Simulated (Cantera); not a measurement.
Input: 1 mol LiOH, 0.35 mol H2O, equilibrated at 1.33 mbar.

Cantera equilibrium calculation (NASA polynomials, part measured and part estimated; ideal gas, pure solids and liquids). Candidate condensed phases: H2O, Li, LiH, LiOH, Li2O; 17 gas species. Equilibrium is a limit: real reactors are often held back by kinetics, nucleation or transport.

Problem. What share of the Li ends up in condensed phases as a function of T (K), at 975, 1025, 1075, 1125, 1175, 1225, 1275, 1325, 1375, 1425, 1475, 1525, 1575, 1625?

Solution. 
```
T (K)  Li condensed (%)       as
-----  ----------------  -------
975               100.0  Li2O(s)
1025               99.9  Li2O(s)
1075               99.8  Li2O(s)
1125               99.4  Li2O(s)
1175               98.6  Li2O(s)
1225               97.1  Li2O(s)
1275               94.2  Li2O(s)
1325               89.1  Li2O(s)
1375               80.4  Li2O(s)
1425               66.6  Li2O(s)
1475               46.2  Li2O(s)
1525               19.2  Li2O(s)
1575                0.0        -
1625                0.0        -
```
